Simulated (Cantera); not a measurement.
An isothermal, constant-pressure homogeneous reactor starts with CH4 : CO2 : H2 : H2O = 1 : 3.7 : 0.36 : 0.0052 (molar parts), at 2150 K and 18.8 atm.

Model: GRI-Mech 3.0 (53 species, 325 reactions), integrated in Cantera. The pressure lies above the range GRI-Mech 3.0 was tuned for (to about 10 atm).

x: mole fraction; the columns are a selection and need not sum to one.

```tsv
t (s)	x CH4	x CO2	x H2	x C2H2	x H	x CH2O	x CH2CO
5.00e-6	0.121	0.657	0.120	0.0177	0.000280	0.000214	2.40e-5
2.09e-5	0.0492	0.498	0.121	0.0516	0.000295	0.000128	0.000121
8.71e-5	0.00865	0.307	0.0661	0.0521	0.000258	7.89e-5	0.000226
0.000363	?	?	?	?	0.000308	?	?
0.00152	?	0.171	0.121	?	0.000333	?	?
0.00632	2.75e-8	0.170	0.122	2.95e-11	0.000340	4.61e-7	7.99e-11
0.0264	2.75e-8	0.170	0.122	2.84e-11	0.000340	4.61e-7	7.99e-11
0.110	2.75e-8	0.170	0.122	2.84e-11	0.000340	4.61e-7	7.99e-11
0.459	2.75e-8	0.170	0.122	2.84e-11	0.000340	4.61e-7	7.99e-11
1.92	2.75e-8	0.170	0.122	2.84e-11	0.000340	4.61e-7	7.99e-11
8.00	2.75e-8	0.170	0.122	2.84e-11	0.000340	4.61e-7	7.99e-11
```

### Question
Some entries are withheld; supply them.

### Answer

- 0.000363, x CH4: 0.00434
- 0.000363, x CO2: 0.211
- 0.000363, x H2: 0.0963
- 0.000363, x C2H2: 0.0167
- 0.000363, x CH2O: 1.99e-5
- 0.000363, x CH2CO: 6.59e-5
- 0.00152, x CH4: 0.000285
- 0.00152, x C2H2: 0.000268
- 0.00152, x CH2O: 1.16e-6
- 0.00152, x CH2CO: 1.45e-6
